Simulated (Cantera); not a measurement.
**Adiabatic ignition**

An adiabatic, constant-volume homogeneous reactor starts with CH4 : O2 : N2 = 1 : 5.13 : 13.3 (molar parts), equivalence ratio 0.39, at 1225 K and 100000 Pa.

Model: GRI-Mech 3.0 (53 species, 325 reactions), integrated in Cantera.

```
t (s)     T (K)  P (bar)   x CH4   x O2    x CH2O     x CH2       x H
--------  -----  -------  ------  -----  --------  --------  --------
6.00e-6    1225     1.00  0.0515  0.264  3.16e-11    <1e-12  1.44e-11
1.30e-5    1225     1.00  0.0515  0.264  1.51e-10    <1e-12  1.66e-11
2.81e-5    1225     1.00  0.0515  0.264  7.21e-10    <1e-12  2.14e-11
6.10e-5    1225     1.00  0.0515  0.264   3.46e-9    <1e-12  3.25e-11
0.000132   1225    1.000  0.0515  0.264   1.70e-8    <1e-12  5.97e-11
0.000286   1225    1.000  0.0515  0.264   8.89e-8    <1e-12  1.37e-10
0.000619   1225    1.000  0.0515  0.264   5.32e-7    <1e-12  4.23e-10
0.00134    1225     1.00  0.0515  0.264   4.04e-6    <1e-12   1.87e-9
0.00291    1225     1.00  0.0514  0.264   3.29e-5  2.81e-12   7.43e-9
0.00629    1227     1.00  0.0511  0.264  0.000171  1.13e-11   2.43e-8
0.0136     1280     1.05  0.0450  0.258   0.00187   6.03e-9   2.90e-6
0.0295     2449     2.01  <1e-12  0.152  1.62e-12    <1e-12  0.000405
0.0639     2440     2.00  <1e-12  0.150  1.50e-12    <1e-12  0.000383
0.139      2440     2.00  <1e-12  0.150  1.49e-12    <1e-12  0.000382
0.300      2440     2.00  <1e-12  0.150  1.49e-12    <1e-12  0.000382
```
x: mole fraction; the columns are a selection and need not sum to one.

```
Quantity                                                               Value
---------------------------------  -----------------------------------------
time of steepest temperature rise                                    14.1 ms
temperature at 0.300 s                                                2440 K
equilibrium temperature                                               2440 K
x(CH4) at 0.300 s                      <1e-12 (gas-phase equilibrium <1e-12)
x(O2) at 0.300 s                         0.150 (gas-phase equilibrium 0.150)
x(CH2O) at 0.300 s                 1.49e-12 (gas-phase equilibrium 1.49e-12)
```
